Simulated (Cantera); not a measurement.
An isothermal, constant-pressure homogeneous reactor starts with 87.0 % N2O, 13.0 % H2O, at 1150 K and 0.840 bar.

Model: GRI-Mech 3.0 (53 species, 325 reactions), integrated in Cantera. GRI-Mech 3.0 was tuned for natural gas; its chemistry of N2O as a main component is partial and can be far from experiment. The mechanism lacks the step 2 NO + O2 → 2 NO2, which can matter for NO2 below about 1400 K. The temperature is held fixed by assumption; the heat of reaction is taken as removed at once.

x: mole fraction; the columns are a selection and need not sum to one.

| t (s) | x N2O | x H2O | x HO2 | x H2O2 | x N2 |
|---|---|---|---|---|---|
| 2.00e-6 | 0.870 | 0.130 | 6.37e-12 | <1e-12 | 2.77e-7 |
| 1.43e-5 | 0.870 | 0.130 | (withheld) | <1e-12 | 2.58e-6 |
| 0.000103 | 0.870 | 0.130 | (withheld) | 2.00e-10 | 2.30e-5 |
| 0.000737 | 0.869 | 0.130 | 4.27e-6 | 8.11e-8 | 0.000177 |
| 0.00528 | 0.868 | 0.130 | (withheld) | 1.87e-7 | 0.00131 |
| 0.0379 | 0.856 | 0.130 | (withheld) | 1.15e-7 | 0.00941 |
| 0.271 | 0.778 | 0.126 | (withheld) | 8.48e-8 | 0.0619 |
| 1.95 | 0.439 | 0.111 | (withheld) | 6.71e-8 | 0.291 |
| 13.9 | 0.0372 | 0.0926 | (withheld) | 1.41e-8 | 0.566 |
| 100 | 4.25e-7 | 0.0909 | (withheld) | 6.73e-10 | 0.593 |

### Question
Fill in the missing entries.

### Answer

- 1.43e-5, x HO2: 1.70e-9
- 0.000103, x HO2: 1.80e-7
- 0.00528, x HO2: 4.62e-6
- 0.0379, x HO2: 3.02e-6
- 0.271, x HO2: 1.15e-6
- 1.95, x HO2: 2.45e-7
- 13.9, x HO2: 3.60e-8
- 100, x HO2: 8.71e-9
